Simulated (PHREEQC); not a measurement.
PHREEQC input (ion-association model, wateq4f.dat):

```
SOLUTION_MASTER_SPECIES
  Amm  AmmH+  0  AmmH  17.031  # ammonia with no redox link, constants of NH4+
SOLUTION_SPECIES
  AmmH+ = AmmH+
    -log_k 0
  AmmH+ = Amm + H+
    -log_k -9.252
    -delta_h 12.48 kcal
    -analytic 0.6322 -0.001225 -2835.76
    -gamma 2.5 0.0
  AmmH+ + SO4-2 = AmmHSO4-
    -log_k 1.11
    -gamma 5.0 0.0
PHASES
  Amm(g)
    Amm = Amm
    -log_k 1.770
    -delta_h -8.170 kcal
EXCHANGE_SPECIES
  AmmH+ + X- = AmmHX
    -log_k 0.6
SOLUTION 1
  temp 40
  units mol/kgw
  pH 7 charge
END
SELECTED_OUTPUT 1
  -reset false
  -pH true
  -pe true
  -ionic_strength true
  -water true
  -totals Amm Ca F S S(-2) S(6)
  -molalities H+ Ca+2 F- SO4-2 CaSO4 CaOH+ HSO4- H2S HS- S-2
    O2 OH- CaF+ CaHSO4+ HF HF2- H2F2 AmmH+ Amm
  -equilibrium_phases Fluorite
  -saturation_indices Portlandite
PRINT
  -reset false
USE solution 1
REACTION 1
  AmmHHS 1
  0 0.025 0.05 0.075 0.1 0.125 0.15 0.175 0.2 0.225 0.25 0.275 0.3 moles
EQUILIBRIUM_PHASES 1
  Fluorite 0 0.1
END
```

Selected output (columns that matter, 13 of 13 rows; NH4HS added (mol) added in front):

```
NH4HS added (mol)	pH	mu	Amm	Ca	F	S	m_H+	m_Ca+2	m_F-	m_H2S	m_HS-	m_OH-	Fluorite	si_Portlandite
0	6.9015	0.00066052	0	0.00022083	0.00044165	0	1.2912e-07	0.00021978	0.0004405	0	0	2.3524e-07	0.099779	-11.618
0.025	7.7872	0.023947	0.025	0.00028081	0.00056163	0.025	1.8549e-08	0.00027976	0.00056056	0.001897	0.023102	2.0536e-06	0.099719	-9.9455
0.05	7.7848	0.047307	0.05	0.0003073	0.00061461	0.05	1.9246e-08	0.00030625	0.00061354	0.0036181	0.04638	2.1482e-06	0.099693	-9.9848
0.075	7.7824	0.070733	0.075	0.00032648	0.00065295	0.075	1.9744e-08	0.00032542	0.00065188	0.0052519	0.069746	2.2116e-06	0.099674	-10.012
0.1	7.7798	0.094207	0.1	0.00034181	0.00068361	0.1	2.015e-08	0.00034075	0.00068254	0.0068263	0.09317	2.2588e-06	0.099658	-10.034
0.125	7.7771	0.11772	0.125	0.00035467	0.00070934	0.125	2.0502e-08	0.0003536	0.00070826	0.0083564	0.11664	2.2956e-06	0.099645	-10.052
0.15	7.7745	0.14126	0.15	0.00036577	0.00073154	0.15	2.0819e-08	0.0003647	0.00073045	0.0098514	0.14014	2.3249e-06	0.099634	-10.068
0.175	7.7718	0.16482	0.175	0.00037553	0.00075107	0.175	2.1111e-08	0.00037446	0.00074998	0.011318	0.16368	2.3487e-06	0.099624	-10.082
0.2	7.7691	0.18841	0.2	0.00038424	0.00076849	0.2	2.1386e-08	0.00038317	0.0007674	0.01276	0.18723	2.3682e-06	0.099616	-10.095
0.225	7.7663	0.21201	0.225	0.00039209	0.00078418	0.225	2.1648e-08	0.00039101	0.00078309	0.014182	0.21081	2.384e-06	0.099608	-10.106
0.25	7.7636	0.23563	0.25	0.00039922	0.00079844	0.25	2.1899e-08	0.00039814	0.00079734	0.015586	0.2344	2.3968e-06	0.099601	-10.117
0.275	7.7608	0.25927	0.275	0.00040573	0.00081147	0.275	2.2142e-08	0.00040465	0.00081037	0.016975	0.25801	2.4072e-06	0.099594	-10.128
0.3	7.758	0.28291	0.3	0.00041172	0.00082344	0.3	2.2379e-08	0.00041063	0.00082234	0.01835	0.28164	2.4154e-06	0.099588	-10.137
```

The polysulfide entries of wateq4f.dat were taken out for this run. At this temperature some constants are extrapolated from 25 °C, and those without enthalpy data are left unchanged.
